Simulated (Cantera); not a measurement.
An adiabatic, constant-pressure homogeneous reactor starts with CH4 : O2 : N2 = 1 : 3.08 : 11.6 (molar parts), equivalence ratio 0.65, at 1225 K and 140000 Pa. Integrator tolerance rtol = 1e-08.

Computed with Cantera and GRI-Mech 3.0 (53 species, 325 reactions).

**Question.** What does this change do: pressure from 140000 Pa to 1000000 Pa?

**Answer.** 
| quantity | before | after |
|---|---|---|
| time of steepest temperature rise | 19.3 ms | 2.89 ms |
| temperature at 0.700 s | 2417 K | 2457 K |
| equilibrium temperature | 2417 K | 2457 K |
| x(CH4) at 0.700 s | <1e-12 (gas-phase equilibrium <1e-12) | <1e-12 (gas-phase equilibrium <1e-12) |
| x(O2) at 0.700 s | 0.0633 (gas-phase equilibrium 0.0633) | 0.0626 (gas-phase equilibrium 0.0626) |
| x(NO) at 0.700 s | 0.0105 (gas-phase equilibrium 0.0105) | 0.0112 (gas-phase equilibrium 0.0112) |
| x(H2O) at 0.700 s | 0.121 (gas-phase equilibrium 0.121) | 0.123 (gas-phase equilibrium 0.123) |
| x(CO) at 0.700 s | 0.00463 (gas-phase equilibrium 0.00463) | 0.00227 (gas-phase equilibrium 0.00227) |
